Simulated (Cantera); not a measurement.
A closed system holds: 1 mol CH3OH, 0.48 mol H2O, held at 2848 K and 16.5 Torr.

These are equilibrium values from Cantera (NASA tables, ideal gas, pure condensed phases), not measurements of a reactor. Candidate condensed phases: C, C6H6, C7H8, C8H18, H2O; 110 gas species. Equilibrium is a limit: real reactors are often held back by kinetics, nucleation or transport.

Question: What is the equilibrium state?

Answer: 
```json
{
 "x(H)": "0.362",
 "x(H2)": "0.309",
 "x(CO)": "0.221",
 "x(H2O)": "0.0628",
 "x(OH)": "0.0216",
 "x(O)": "0.0158",
 "x(CO2)": "0.00635",
 "x(O2)": "0.00128",
 "gas_amount": "4.399 mol",
 "log10 activity of C(graphite) (absent)": "-6.56"
}
```
